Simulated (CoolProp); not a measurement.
Properties of octamethylcyclotetrasiloxane (D4) along the isobar 0.101 MPa (Tc = 586.5 K, pc = 1.347 MPa, ω = 0.598).

Computed with CoolProp (reference Helmholtz-energy equation of state, Thol 2015).

```json
[
 {"T (K)": "409.8", "phase": "liquid", "density (kg/m³)": "817.9", "isothermal compressibility (1/MPa)": "0.004391", "expansivity (1/kK)": "1.567"},
 {"T (K)": "425.9", "phase": "liquid", "density (kg/m³)": "796.9", "isothermal compressibility (1/MPa)": "0.005302", "expansivity (1/kK)": "1.667"},
 {"T (K)": "442.1", "phase": "liquid", "density (kg/m³)": "774.9", "isothermal compressibility (1/MPa)": "0.006512", "expansivity (1/kK)": "1.792"},
 {"T (K)": "458.3", "phase": "gas", "density (kg/m³)": "8.459", "isothermal compressibility (1/MPa)": "10.71", "expansivity (1/kK)": "2.844"},
 {"T (K)": "474.4", "phase": "gas", "density (kg/m³)": "8.093", "isothermal compressibility (1/MPa)": "10.59", "expansivity (1/kK)": "2.654"},
 {"T (K)": "490.6", "phase": "gas", "density (kg/m³)": "7.763", "isothermal compressibility (1/MPa)": "10.49", "expansivity (1/kK)": "2.494"},
 {"T (K)": "506.8", "phase": "gas", "density (kg/m³)": "7.464", "isothermal compressibility (1/MPa)": "10.42", "expansivity (1/kK)": "2.357"},
 {"T (K)": "523", "phase": "gas", "density (kg/m³)": "7.191", "isothermal compressibility (1/MPa)": "10.35", "expansivity (1/kK)": "2.238"},
 {"T (K)": "539.1", "phase": "gas", "density (kg/m³)": "6.943", "isothermal compressibility (1/MPa)": "10.30", "expansivity (1/kK)": "2.135"},
 {"T (K)": "555.3", "phase": "gas", "density (kg/m³)": "6.712", "isothermal compressibility (1/MPa)": "10.25", "expansivity (1/kK)": "2.042"},
 {"T (K)": "571.5", "phase": "gas", "density (kg/m³)": "6.498", "isothermal compressibility (1/MPa)": "10.21", "expansivity (1/kK)": "1.959"},
 {"T (K)": "587.7", "phase": "gas", "density (kg/m³)": "6.299", "isothermal compressibility (1/MPa)": "10.18", "expansivity (1/kK)": "1.885"},
 {"T (K)": "603.8", "phase": "gas", "density (kg/m³)": "6.114", "isothermal compressibility (1/MPa)": "10.15", "expansivity (1/kK)": "1.817"},
 {"T (K)": "620", "phase": "gas", "density (kg/m³)": "5.940", "isothermal compressibility (1/MPa)": "10.12", "expansivity (1/kK)": "1.755"}
]
```
